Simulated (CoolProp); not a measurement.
Values from CoolProp's reference Helmholtz-energy equation of state, Wu 2011.

For dimethyl ether, give the phase and the cv (kJ/(kg K)), speed of sound (m/s), Joule-Thomson coefficient (K/MPa), expansivity (1/kK) at 399.3 K and 26.8 MPa.


- 399.3 K and 26.8 MPa: liquid; cv 1.77, speed of sound 701, Joule-Thomson coefficient -0.000674, expansivity 2.50
